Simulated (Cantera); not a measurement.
Adiabatic ignition

An adiabatic, constant-volume homogeneous reactor starts with H2 : O2 : N2 = 1 : 0.526 : 1.98 (molar parts), at 1175 K and 10.0 bar.

Detailed kinetics in Cantera: GRI-Mech 3.0 (53 species, 325 reactions). The hydrogen kinetics of GRI-Mech 3.0 are dated; newer H2 mechanisms differ, most at raised pressure. Above 3000 K some thermodynamic fits are extrapolated.

```
t (s)     T (K)  P (bar)    x H2    x O2   x H2O2     x N2O      x O
--------  -----  -------  ------  ------  -------  --------  -------
4.00e-6    1175     10.0   0.285   0.150  6.51e-9    <1e-12  1.41e-9
1.19e-5    1175     10.0   0.285   0.150  6.88e-8    <1e-12  2.26e-9
3.56e-5    1175     10.0   0.285   0.150  8.64e-7  5.35e-12  8.85e-9
0.000106   1179     10.0   0.285   0.150  9.12e-5  3.03e-10  5.63e-7
0.000317   3116     23.5  0.0329  0.0126  3.04e-6   2.98e-6  0.00388
0.000948   3116     23.5  0.0329  0.0126  3.04e-6   2.98e-6  0.00388
0.00283    3116     23.5  0.0329  0.0126  3.04e-6   2.98e-6  0.00388
0.00844    3116     23.5  0.0329  0.0126  3.04e-6   2.98e-6  0.00388
0.0252     3116     23.5  0.0329  0.0126  3.04e-6   2.98e-6  0.00388
0.0752     3116     23.5  0.0329  0.0126  3.04e-6   2.98e-6  0.00388
0.224      3116     23.5  0.0329  0.0126  3.04e-6   2.98e-6  0.00388
0.670      3116     23.5  0.0329  0.0126  3.04e-6   2.98e-6  0.00388
2.00       3116     23.5  0.0329  0.0126  3.04e-6   2.98e-6  0.00388
```
x: mole fraction; the columns are a selection and need not sum to one.

```yaml
time_of_steepest_temperature_rise: 0.132 ms
temperature at 2.00 s: 3116 K
equilibrium_temperature: 3116 K
x(H2) at 2.00 s: 0.0329 (gas-phase equilibrium 0.0329)
x(O2) at 2.00 s: 0.0126 (gas-phase equilibrium 0.0126)
x(H2O2) at 2.00 s: 3.04e-6 (gas-phase equilibrium 3.04e-6)
```
